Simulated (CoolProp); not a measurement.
Vapour-liquid equilibrium of R134a (1) + R152A (2) at 414 kPa; x and y are mole fractions of (1).

The numbers come from the multi-fluid Helmholtz-energy mixture model, Tillner-Roth 1994 and Outcalt 1996; pair parameters Lemmon 2004 in CoolProp.

Task: Give the bubble temperature and the first vapour's composition at x = 0.2, 0.5, 0.95. Is there an azeotrope?

Result: x = 0.2: 286.2 K, y = 0.207; x = 0.5: 285.5 K, y = 0.523; x = 0.95: 283.4 K, y = 0.958. No azeotrope shows between x = 0.05 and 0.95.

The pair parameters rest on a limited set of measurements; away from them the model extrapolates.
